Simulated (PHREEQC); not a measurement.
NH3 is added in steps, without added water, to 1 kg of water holding 1.7 mmol/kgw HF and 17 mmol/kgw AlCl3, at 85 °C. Oxygen alone is held at its pressure in air (log pO2 = -0.68). No CO2 enters from the air. Solids allowed: Al(OH)3(a). Others were left out.

Base run: PHREEQC, ion-association model, wateq4f.dat. Each further column changes one thing. The table gives Al in solution (mol/kgw).

| NH3 added (mol) | base | all activity coefficients set to 1 | metal-ligand complexes left out | Debye-Hückel limiting law | database phreeqc.dat |
|---|---|---|---|---|---|
| 0 | 0.0170 | 0.0170 | 0.0170 | 0.0170 | 0.0170 |
| 0.01 | 0.0164 | 0.0170 | 0.0162 | … | 0.0164 |
| 0.02 | 0.0127 | 0.0132 | 0.0126 | 0.0121 | 0.0127 |
| 0.03 | 0.00900 | 0.00936 | 0.00888 | 0.00859 | 0.00900 |
| 0.04 | 0.00514 | 0.00534 | 0.00511 | 0.00492 | 0.00514 |
| 0.05 | 0.000987 | 0.000986 | … | 0.000988 | 0.000987 |
| 0.06 | 0.000981 | 0.000834 | … | 0.00104 | 0.00101 |
| 0.07 | 0.00218 | 0.00180 | 0.00218 | 0.00234 | 0.00226 |
| 0.08 | 0.00338 | 0.00278 | 0.00338 | 0.00363 | 0.00350 |
| 0.09 | 0.00455 | 0.00374 | 0.00455 | 0.00488 | 0.00471 |
| 0.1 | 0.00568 | 0.00467 | 0.00568 | 0.00610 | 0.00589 |
| 0.11 | 0.00678 | 0.00559 | 0.00678 | 0.00729 | 0.00704 |
| 0.12 | 0.00786 | 0.00647 | 0.00786 | 0.00845 | 0.00816 |

Q: Fill in the missing entries.

A: 
- 0.01, Debye-Hückel limiting law: 0.0156
- 0.05, metal-ligand complexes left out: 0.00116
- 0.06, metal-ligand complexes left out: 0.000942

Away from 25 °C the constants follow the database's enthalpies or fits; those with neither stay at their 25 °C values. Fluoro complexes past AlF4- and FeF3 are missing from the database. phreeqc.dat and wateq4f.dat share most of their constants, so their agreement is no independent check.
